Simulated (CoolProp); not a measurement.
A closed Brayton cycle with nitrogen: compressor inlet 327.15 K and 7.9 MPa, high pressure 25.4 MPa, turbine inlet 740 K, compressor efficiency 0.89, turbine efficiency 0.9, recuperator effectiveness 0 (on enthalpy, no pinch check). Each further row changes one setting.

Values from CoolProp's reference Helmholtz-energy equation of state, Span 2000.

```tsv
case	thermal efficiency (%)	net work (kJ/kg)	compressor to turbine work	compressor exit (K)	turbine exit (K)
as stated	16.3	49.4	0.77	475.0	557.0
turbine inlet 690 K	14.3	35.1	0.82	475.0	517.7
compressor inlet 337.15 K	?	44.2	0.79	489.3	557.0
high pressure 21.6 MPa	15.2	?	0.73	?	579.4
recuperator effectiveness 0.5	?	49.4	0.77	475.0	557.0
```

Task: Fill in the missing entries.

Result: 
- compressor inlet 337.15 K, thermal efficiency (%): 15.5
- high pressure 21.6 MPa, net work (kJ/kg): 49.9
- high pressure 21.6 MPa, compressor exit (K): 451.5
- recuperator effectiveness 0.5, thermal efficiency (%): 19.1
